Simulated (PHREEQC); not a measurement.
PHREEQC input (ion-association model, wateq4f.dat):

```
SOLUTION_MASTER_SPECIES
  An  An-  0  An  62.0  # stands for a non-complexing anion
SOLUTION_SPECIES
  An- = An-
    -log_k 0
    -gamma 3.0 0
PHASES
  Fix_H+
    H+ = H+
    -log_k 0
SOLUTION 1
  temp 25
  units mmol/kgw
  pH 7 charge
  Cl 0.0116
  Ba 0.0058
  Na 10
  An 10
END
SELECTED_OUTPUT 1
  -reset false
  -pH true
  -pe true
  -ionic_strength true
  -water true
  -totals Ba Cl Na
  -molalities Hfo_wOH Hfo_wOH2+ Hfo_wO- Hfo_sOH Hfo_sOH2+ Hfo_sO- Hfo_sOHBa+2 Hfo_wOBa+
  -saturation_indices Halite
USER_PUNCH 1
  -headings sigma psi
  10 PUNCH EDL("sigma", "Hfo"), EDL("psi", "Hfo")
PRINT
  -reset false
USE solution 1
SURFACE 1
  Hfo_wOH 0.000222472 600 0.099
  Hfo_sOH 5.5618e-06
EQUILIBRIUM_PHASES 1
  Fix_H+ -3 HAn 10
    -force_equality true
  O2(g) -0.68 10
END
# ... the last block is repeated for the other 12 points of pH, with NaOH or the acid as the point needs
```

Selected output (columns that matter, 13 of 13 rows; pH added in front):

```
pH	mu	Ba	Na	m_Hfo_wOH	m_Hfo_wOH2+	m_Hfo_wO-	m_Hfo_sOH	m_Hfo_sOH2+	m_Hfo_sO-	m_Hfo_sOHBa+2	m_Hfo_wOBa+	si_Halite	sigma	psi
3	0.011217	5.8e-06	0.01	2.7334e-05	0.00019505	8.7749e-08	6.8334e-07	4.8763e-06	2.1937e-09	1.0021e-13	2.3962e-18	-8.6121	0.32463	0.20329
3.5	0.010449	5.8e-06	0.01	5.6487e-05	0.00016554	4.4156e-07	1.4122e-06	4.1386e-06	1.1039e-08	3.5374e-13	2.0596e-17	-8.6092	0.27491	0.19658
4	0.010193	5.8e-06	0.01	8.9821e-05	0.00013124	1.4082e-06	2.2455e-06	3.2811e-06	3.5206e-08	1.4043e-12	1.6399e-16	-8.6082	0.21619	0.18488
4.5	0.010101	5.8e-06	0.01	0.00011963	9.9547e-05	3.2935e-06	2.9908e-06	2.4887e-06	8.2338e-08	6.0756e-12	1.2459e-15	-8.6079	0.16027	0.16977
5	0.010063	5.8e-06	0.01	0.00014199	7.4268e-05	6.2185e-06	3.5496e-06	1.8567e-06	1.5546e-07	2.8512e-11	9.3009e-15	-8.6077	0.11331	0.15212
5.5	0.010044	5.7999e-06	0.01	0.00015642	5.6048e-05	1.0001e-05	3.9105e-06	1.4012e-06	2.5002e-07	1.4744e-10	7.0213e-14	-8.6076	0.076673	0.13226
6	0.010034	5.7991e-06	0.01	0.00016447	4.3878e-05	1.4123e-05	4.1111e-06	1.0968e-06	3.5303e-07	8.5932e-10	5.497e-13	-8.6076	0.049546	0.11026
6.5	0.010027	5.7943e-06	0.01	0.00016835	3.6175e-05	1.7948e-05	4.2044e-06	9.0346e-07	4.4823e-07	5.6974e-09	4.5288e-12	-8.6076	0.030368	0.086238
7	0.010023	5.758e-06	0.01	0.00016999	3.1387e-05	2.1091e-05	4.2178e-06	7.7877e-07	5.2331e-07	4.1938e-08	3.9051e-11	-8.6076	0.017277	0.060557
7.5	0.010019	5.4948e-06	0.01	0.00017063	2.8124e-05	2.3716e-05	4.032e-06	6.6456e-07	5.604e-07	3.0488e-07	3.3393e-10	-8.6075	0.0083208	0.033895
8	0.010016	4.3289e-06	0.010003	0.00017075	2.4932e-05	2.6789e-05	3.1415e-06	4.587e-07	4.9287e-07	1.4688e-06	2.3323e-09	-8.6074	0.0017038	0.0074299
8.5	0.010019	2.4397e-06	0.010013	0.00017013	2.1529e-05	3.08e-05	1.6923e-06	2.1415e-07	3.0638e-07	3.3489e-06	1.135e-08	-8.607	-0.0043127	-0.01847
9	0.010027	1.0986e-06	0.010028	0.00016878	1.8637e-05	3.5014e-05	6.8643e-07	7.5799e-08	1.4241e-07	4.6572e-06	4.4235e-08	-8.6064	-0.01151	-0.044548
```

The oxide is taken as insoluble; below pH 4 it would dissolve.
